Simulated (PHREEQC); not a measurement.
Consider water at 25 °C with 130 mmol/kgw CdSO4, 130 mmol/kgw NaCl and 33 mmol/kgw HCl. Closed to the air; pH follows from the charge balance.

Equilibrium calculation in PHREEQC: ion-association model, wateq4f.dat.

Each row changes one thing in this solution. Precipitation was switched off in this run.

```json
[
 {"case": "as made", "pH": "1.97", "ionic strength (mol/kgw)": "0.336", "Na+ (mol/kgw)": "0.122", "SI of Halite (NaCl)": "-3.87"},
 {"case": "HCl from 0.033 to 0.165 mol/kgw", "pH": "1.16", "ionic strength (mol/kgw)": "0.378", "Na+ (mol/kgw)": "0.125", "SI of Halite (NaCl)": "-3.58"},
 {"case": "CdSO4 left out", "pH": "1.57", "ionic strength (mol/kgw)": "0.163", "Na+ (mol/kgw)": "0.130", "SI of Halite (NaCl)": "-3.52"},
 {"case": "CdSO4 replaced by Cs2SO4 at the same molality", "pH": "2.10", "ionic strength (mol/kgw)": "0.484", "Na+ (mol/kgw)": "0.118", "SI of Halite (NaCl)": "-3.64"},
 {"case": "diluted 10-fold with water", "pH": "2.69", "ionic strength (mol/kgw)": "0.0451", "Na+ (mol/kgw)": "0.0127", "SI of Halite (NaCl)": "-5.54"},
 {"case": "CdSO4 replaced by Na2SO4 at the same molality", "pH": "[?]", "ionic strength (mol/kgw)": "0.449", "Na+ (mol/kgw)": "0.359", "SI of Halite (NaCl)": "[?]"}
]
```

Problem. Fill in the missing entries.

Solution. 
- CdSO4 replaced by Na2SO4 at the same molality, pH: 2.05
- CdSO4 replaced by Na2SO4 at the same molality, SI of Halite (NaCl): -3.15
